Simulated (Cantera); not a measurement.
**Silicon nitride deposition: SiCl4 + NH3**

Feed: 1 mol SiCl4, 7.7 mol NH3, held at 1330 Pa.

Method: chemical equilibrium by Gibbs-energy minimisation in Cantera with the NASA 1993 tables (ideal gas, pure condensed phases). Candidate condensed phases: NH4Cl, Si, Si3N4; 28 gas species. The tables' values for SiCl, SiCl3, SiN are old estimates; treat these amounts as uncertain. Gases not in the tables: Si2H6 and higher silanes. Equilibrium is a limit: real reactors are often held back by kinetics, nucleation or transport.

From 823 K to 1623 K the condensed part is Si3N4(s). From 1723 K to 2023 K nothing is condensed. The main Si-bearing gas is SiCl4 at 823 K and SiCl2 at 2023 K.

```json
[
 {"T (K)": "823", "x H2": "0.579", "x HCl": "0.224", "x N2": "0.193", "x SiCl2": "5.20e-10", "x H": "4.83e-11", "x SiCl4": "0.00387", "x Si": "<1e-12", "n Si3N4(s)": "0.312"},
 {"T (K)": "923", "x H2": "0.576", "x HCl": "0.229", "x N2": "0.192", "x SiCl2": "3.71e-8", "x H": "1.61e-9", "x SiCl4": "0.00249", "x Si": "<1e-12", "n Si3N4(s)": "0.319"},
 {"T (K)": "1023", "x H2": "0.575", "x HCl": "0.232", "x N2": "0.192", "x SiCl2": "1.13e-6", "x H": "2.72e-8", "x SiCl4": "0.00173", "x Si": "<1e-12", "n Si3N4(s)": "0.323"},
 {"T (K)": "1123", "x H2": "0.574", "x HCl": "0.234", "x N2": "0.191", "x SiCl2": "1.83e-5", "x H": "2.79e-7", "x SiCl4": "0.00126", "x Si": "<1e-12", "n Si3N4(s)": "0.326"},
 {"T (K)": "1223", "x H2": "0.573", "x HCl": "0.234", "x N2": "0.191", "x SiCl2": "0.000186", "x H": "1.97e-6", "x SiCl4": "0.000963", "x Si": "<1e-12", "n Si3N4(s)": "0.326"},
 {"T (K)": "1323", "x H2": "0.574", "x HCl": "0.232", "x N2": "0.192", "x SiCl2": "0.00128", "x H": "1.04e-5", "x SiCl4": "0.000728", "x Si": "3.32e-11", "n Si3N4(s)": "0.319"},
 {"T (K)": "1423", "x H2": "0.577", "x HCl": "0.221", "x N2": "0.194", "x SiCl2": "0.00610", "x H": "4.37e-5", "x SiCl4": "0.000482", "x Si": "2.74e-9", "n Si3N4(s)": "0.291"},
 {"T (K)": "1523", "x H2": "0.585", "x HCl": "0.193", "x N2": "0.201", "x SiCl2": "0.0190", "x H": "0.000153", "x SiCl4": "0.000224", "x Si": "1.23e-7", "n Si3N4(s)": "0.217"},
 {"T (K)": "1623", "x H2": "0.596", "x HCl": "0.151", "x N2": "0.212", "x SiCl2": "0.0389", "x H": "0.000462", "x SiCl4": "6.70e-5", "x Si": "3.41e-6", "n Si3N4(s)": "0.103"},
 {"T (K)": "1723", "x H2": "0.606", "x HCl": "0.114", "x N2": "0.221", "x SiCl2": "0.0565", "x H": "0.00123", "x SiCl4": "1.58e-5", "x Si": "5.59e-5", "n Si3N4(s)": "0"},
 {"T (K)": "1823", "x H2": "0.604", "x HCl": "0.115", "x N2": "0.221", "x SiCl2": "0.0562", "x H": "0.00292", "x SiCl4": "5.29e-6", "x Si": "0.000284", "n Si3N4(s)": "0"},
 {"T (K)": "1923", "x H2": "0.599", "x HCl": "0.117", "x N2": "0.220", "x SiCl2": "0.0546", "x H": "0.00631", "x SiCl4": "2.00e-6", "x Si": "0.00116", "n Si3N4(s)": "0"},
 {"T (K)": "2023", "x H2": "0.589", "x HCl": "0.122", "x N2": "0.219", "x SiCl2": "0.0506", "x H": "0.0126", "x SiCl4": "8.47e-7", "x Si": "0.00368", "n Si3N4(s)": "0"}
]
```
x: gas mole fraction; n: condensed amount in mol.
